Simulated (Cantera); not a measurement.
# Thermodynamics of iron carbonyl, mercury and lead vapours, feed Pb + O2 + N2

Input: 1 mol Pb, 0.031 mol O2, 36 mol N2, equilibrated at 18.0 mbar.

These are equilibrium values from Cantera (NASA tables, ideal gas, pure condensed phases), not measurements of a reactor. Candidate condensed phases: Pb, PbO, PbO2, Pb3O4; 12 gas species. Mutual solubility and eutectic melting of coexisting phases are not modelled. Equilibrium is a limit: real reactors are often held back by kinetics, nucleation or transport.

| T (K) | x N2 | x Pb | x PbO | x NO | x O2 | x Pb2 | x O | n Pb(l) | n PbO(yellow) |
|---|---|---|---|---|---|---|---|---|---|
| 973 | 1.000 | 0.000486 | 6.72e-6 | 1.21e-10 | 4.57e-12 | 1.01e-9 | <1e-12 | 0.920 | 0.0618 |
| 1023 | 0.998 | 0.00148 | 3.57e-5 | 7.84e-10 | 6.35e-11 | 6.53e-9 | <1e-12 | 0.885 | 0.0607 |
| 1073 | 0.996 | 0.00406 | 0.000162 | 4.25e-9 | 6.87e-10 | 3.52e-8 | <1e-12 | 0.791 | 0.0562 |
| 1123 | 0.989 | 0.0102 | 0.000636 | 1.97e-8 | 5.98e-9 | 1.63e-7 | 2.53e-12 | 0.569 | 0.0389 |
| 1173 | 0.975 | 0.0234 | 0.00168 | 6.04e-8 | 2.47e-8 | 6.59e-7 | 1.64e-11 | 0.0727 | 0 |
| 1223 | 0.973 | 0.0254 | 0.00168 | 1.39e-7 | 6.05e-8 | 5.98e-7 | 7.41e-11 | 0 | 0 |
| 1273 | 0.973 | 0.0254 | 0.00168 | 3.21e-7 | 1.60e-7 | 4.73e-7 | 3.21e-10 | 0 | 0 |
| 1323 | 0.973 | 0.0254 | 0.00167 | 6.98e-7 | 3.94e-7 | 3.81e-7 | 1.24e-9 | 0 | 0 |
| 1373 | 0.973 | 0.0254 | 0.00167 | 1.43e-6 | 9.07e-7 | 3.11e-7 | 4.37e-9 | 0 | 0 |
| 1423 | 0.973 | 0.0254 | 0.00167 | 2.80e-6 | 1.97e-6 | 2.58e-7 | 1.41e-8 | 0 | 0 |
| 1473 | 0.973 | 0.0254 | 0.00166 | 5.20e-6 | 4.03e-6 | 2.16e-7 | 4.17e-8 | 0 | 0 |
| 1523 | 0.973 | 0.0254 | 0.00165 | 9.27e-6 | 7.82e-6 | 1.84e-7 | 1.15e-7 | 0 | 0 |
x: gas mole fraction; n: condensed amount in mol.

From 973 K to 1123 K the condensed part is Pb(l) + PbO(yellow). At 1173 K the condensed part is Pb(l). From 1223 K to 1523 K nothing is condensed. The main Pb-bearing gas is Pb throughout.
